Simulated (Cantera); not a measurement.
A Cantera script and its output.

```python
import numpy as np
import cantera as ct

gas = ct.Solution("gri30.yaml")


def delay(T, t_max=10):
    gas.TPX = T, 500000, {'CH4': 1, 'H2': 0.032, 'O2': 1.12, 'N2': 3.14, 'H2O': 1.4}
    reactor = ct.IdealGasReactor(gas, clone=False)
    net = ct.ReactorNet([reactor])
    net.rtol, net.atol = 1e-8, 1e-16
    while net.time < t_max:
        t_old, T_old = net.time, reactor.T
        net.step()
        if reactor.T > T + 400:  # ignition: a rise of 400 K
            return t_old + (T + 400 - T_old) / (reactor.T - T_old) * (net.time - t_old)
    return np.nan


taus = []
for T in [950, 1000, 1050, 1100, 1150, 1200, 1250, 1300, 1350]:
    taus.append(delay(T))
    print(f"T0 = {T:6g} K   tau = {taus[-1]:.4e} s")
```

Result:

```
T0 =    950 K   tau = 1.0671e-01 s
T0 =   1000 K   tau = 5.1305e-02 s
T0 =   1050 K   tau = 2.8844e-02 s
T0 =   1100 K   tau = 1.7677e-02 s
T0 =   1150 K   tau = 1.1222e-02 s
T0 =   1200 K   tau = 7.1795e-03 s
T0 =   1250 K   tau = 4.5751e-03 s
T0 =   1300 K   tau = 2.8931e-03 s
T0 =   1350 K   tau = 1.8142e-03 s
```

Detailed kinetics in Cantera: GRI-Mech 3.0 (53 species, 325 reactions). Below about 1000 K GRI-Mech 3.0 lacks low-temperature oxidation paths.
